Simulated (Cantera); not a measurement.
Charge: 1 mol Si, a varied amount of CO₂, 4.1 mol N₂, at 1098 K and 1 atm.

Equilibrium computed with Cantera from the NASA thermochemical tables; the gas is ideal and each condensed phase is pure. Candidate condensed phases: C, Si, SiC, SiO₂, Si₂N₂O, Si₃N₄; 34 gas species. N₂ is the only nitrogen source here; it is nearly inert below about 1500 K, so the nitride shown seldom forms there in practice. Mutual solubility and eutectic melting of coexisting phases are not modelled. Rates play no part.

**Question.** Which condensed phases are stable at each of these points (n(CO₂) (mol)): 0.13, 0.17, 0.22, 0.26, 0.31, 0.36, 0.4, 0.45, 0.49, 0.54?

**Answer.** 
| n(CO₂) (mol) | condensed phases | Si condensed (%) |
|---|---|---|
| 0.13 | C(graphite) + Si₂N₂O(s) + Si₃N₄(s) | 100.0 |
| 0.17 | C(graphite) + Si₂N₂O(s) + Si₃N₄(s) | 100.0 |
| 0.22 | C(graphite) + Si₂N₂O(s) + Si₃N₄(s) | 100.0 |
| 0.26 | C(graphite) + SiO₂(β-quartz) + Si₂N₂O(s) | 100.0 |
| 0.31 | C(graphite) + SiO₂(β-quartz) + Si₂N₂O(s) | 100.0 |
| 0.36 | C(graphite) + SiO₂(β-quartz) + Si₂N₂O(s) | 100.0 |
| 0.4 | C(graphite) + SiO₂(β-quartz) + Si₂N₂O(s) | 100.0 |
| 0.45 | C(graphite) + SiO₂(β-quartz) + Si₂N₂O(s) | 100.0 |
| 0.49 | C(graphite) + SiO₂(β-quartz) + Si₂N₂O(s) | 100.0 |
| 0.54 | C(graphite) + SiO₂(β-quartz) + Si₂N₂O(s) | 100.0 |

From 0.13 mol CO₂ to 0.22 mol CO₂ the condensed part is C(graphite) + Si₂N₂O(s) + Si₃N₄(s). From 0.26 mol CO₂ to 0.54 mol CO₂ the condensed part is C(graphite) + SiO₂(β-quartz) + Si₂N₂O(s).
